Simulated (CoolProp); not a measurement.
A single-stage vapour-compression cycle with R124: evaporating at 256.15 K (dew point), condensing at 291.15 K (bubble point), superheat 5 K, subcooling 0 K, compressor efficiency 0.8, no pressure losses. Each further row changes one setting.

Computed with CoolProp (reference Helmholtz-energy equation of state, de Vries 1995).

```csv
case,cooling COP,pressure ratio,discharge temperature (K),refrigerating effect (kJ/kg),volumetric capacity (kJ/m³)
as stated,5.05,3.75,303.3,134,710
evaporating temperature 261.15 K,6.14,…,…,…,888
condensing temperature 286.15 K,6.04,3.18,…,139,740
subcooling 5 K,5.26,3.75,303.3,139,740
superheat 15 K,5.09,3.75,…,141,…
compressor efficiency 0.7,4.42,3.75,…,134,710
```

Q: Some entries are withheld; supply them.

A: 
- evaporating temperature 261.15 K, pressure ratio: 3.03
- evaporating temperature 261.15 K, discharge temperature (K): 301.8
- evaporating temperature 261.15 K, refrigerating effect (kJ/kg): 137
- condensing temperature 286.15 K, discharge temperature (K): 297.7
- superheat 15 K, discharge temperature (K): 313.6
- superheat 15 K, volumetric capacity (kJ/m³): 717
- compressor efficiency 0.7, discharge temperature (K): 308.0
